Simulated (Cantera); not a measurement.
A closed system holds: 1 mol AlCl3, 24 mol O2, 3 mol H2, equilibrated at 180 Pa.

Method: chemical equilibrium by Gibbs-energy minimisation in Cantera with the NASA 1993 tables (ideal gas, pure condensed phases). Candidate condensed phases: Al, AlCl3, Al2O3, H2O; 29 gas species. Equilibrium is a limit: real reactors are often held back by kinetics, nucleation or transport. All values below are at 1300 K.

Base state: O2 0.830, HCl 0.104, H2O 0.0591, Cl 0.00627, Cl2 0.000460, OH 5.52e-5 (mole fractions); condensed: Al2O3(s).

### Question
What changes in the equilibrium state with this change: H2 from 3 to 370 mol?

### Answer
```
species          before    after
-------------  --------  -------
H2              1.33e-7    0.867
H2O              0.0591    0.125
HCl               0.104  0.00808
O2                0.830    <1e-9
Cl2            0.000460    <1e-9
Cl              0.00627  1.91e-7
H               9.49e-9  2.43e-5
Al2O3(s), mol     0.500    0.500
```
